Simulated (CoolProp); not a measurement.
Vapour-liquid equilibrium of acetone (1) + cyclohexane (2) at 381 K; x and y are mole fractions of (1).

Computed with CoolProp (multi-fluid Helmholtz-energy mixture model, Lemmon 2006 and Zhou 2014; pair parameters Bell 2016).

| x | bubble pressure (MPa) | y at the bubble point | dew pressure at overall composition x (MPa) | liquid density (mol/L) |
|---|---|---|---|---|
| 0.05 | 0.2758 | 0.243 | 0.2246 | 8.304 |
| 0.125 | 0.3388 | 0.410 | 0.2422 | … |
| 0.2 | … | 0.495 | 0.2625 | 8.610 |
| 0.275 | 0.4065 | … | 0.2862 | 8.786 |
| 0.35 | 0.4256 | 0.587 | 0.3137 | 8.980 |
| 0.425 | 0.4399 | 0.619 | 0.3457 | 9.193 |
| 0.5 | 0.4511 | 0.648 | 0.3820 | 9.430 |
| 0.575 | … | 0.679 | 0.4200 | 9.691 |
| 0.65 | 0.4670 | 0.713 | 0.4516 | 9.980 |
| 0.725 | 0.4717 | 0.752 | 0.4689 | 10.30 |
| 0.8 | 0.4734 | 0.799 | 0.4734 | 10.65 |
| 0.875 | 0.4709 | 0.859 | 0.4696 | 11.04 |
| 0.95 | 0.4629 | 0.935 | … | 11.46 |

Problem. What belongs in the gaps?

Solution. 
- 0.125, liquid density (mol/L): 8.450
- 0.2, bubble pressure (MPa): 0.3794
- 0.275, y at the bubble point: 0.548
- 0.575, bubble pressure (MPa): 0.4600
- 0.95, dew pressure at overall composition x (MPa): 0.4609

y crosses x between x = 0.725 and 0.8: the model has an azeotrope there.

The pair parameters rest on a limited set of measurements; away from them the model extrapolates.
